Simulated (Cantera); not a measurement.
Input (Python, Cantera):

```python
import numpy as np
import cantera as ct

gas = ct.Solution("gri30.yaml")


def delay(T, t_max=10):
    gas.TPX = T, 550000, {'CH4': 1, 'O2': 3.92, 'N2': 14.7}
    reactor = ct.IdealGasConstPressureReactor(gas, clone=False)
    net = ct.ReactorNet([reactor])
    net.rtol, net.atol = 1e-8, 1e-16
    while net.time < t_max:
        t_old, T_old = net.time, reactor.T
        net.step()
        if reactor.T > T + 400:  # ignition: a rise of 400 K
            return t_old + (T + 400 - T_old) / (reactor.T - T_old) * (net.time - t_old)
    return np.nan


taus = []
for T in [1050, 1100, 1150, 1200, 1250, 1300, 1350, 1400, 1450, 1500]:
    taus.append(delay(T))
    print(f"T0 = {T:6g} K   tau = {taus[-1]:.4e} s")
```

Result:

```
T0 =   1050 K   tau = 5.5234e-02 s
T0 =   1100 K   tau = 2.5736e-02 s
T0 =   1150 K   tau = 1.2708e-02 s
T0 =   1200 K   tau = 6.5534e-03 s
T0 =   1250 K   tau = 3.5027e-03 s
T0 =   1300 K   tau = 1.9333e-03 s
T0 =   1350 K   tau = 1.0999e-03 s
T0 =   1400 K   tau = 6.4439e-04 s
T0 =   1450 K   tau = 3.8851e-04 s
T0 =   1500 K   tau = 2.4101e-04 s
```

Computed with Cantera and GRI-Mech 3.0 (53 species, 325 reactions).
